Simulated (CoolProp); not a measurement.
A single-stage vapour-compression cycle with R142b: evaporating at 326.15 K (dew point), condensing at 355.15 K (bubble point), superheat 0 K, subcooling 0 K, compressor efficiency 0.6, no pressure losses. Each further row changes one setting.

Values from CoolProp's reference Helmholtz-energy equation of state, Lemmon 2006. It is a short technical equation, of lower accuracy than the large ones.

```json
[
 {"case": "as stated", "cooling COP": "5.53", "pressure ratio": "1.96", "discharge temperature (K)": "363.2", "refrigerating effect (kJ/kg)": "139", "volumetric capacity (kJ/m³)": "4500"},
 {"case": "evaporating temperature 331.15 K", "cooling COP": "6.94", "pressure ratio": "1.73", "discharge temperature (K)": "361.7", "refrigerating effect (kJ/kg)": "142", "volumetric capacity (kJ/m³)": "5210"},
 {"case": "condensing temperature 350.15 K", "cooling COP": "6.93", "pressure ratio": "1.76", "discharge temperature (K)": "357.1", "refrigerating effect (kJ/kg)": "146", "volumetric capacity (kJ/m³)": "4750"},
 {"case": "subcooling 5 K", "cooling COP": "5.84", "pressure ratio": "1.96", "discharge temperature (K)": "363.2", "refrigerating effect (kJ/kg)": "146", "volumetric capacity (kJ/m³)": "4750"},
 {"case": "superheat 10 K", "cooling COP": "5.61", "pressure ratio": "1.96", "discharge temperature (K)": "373.4", "refrigerating effect (kJ/kg)": "149", "volumetric capacity (kJ/m³)": "4590"},
 {"case": "compressor efficiency 0.5", "cooling COP": "4.61", "pressure ratio": "1.96", "discharge temperature (K)": "367.4", "refrigerating effect (kJ/kg)": "139", "volumetric capacity (kJ/m³)": "4500"}
]
```
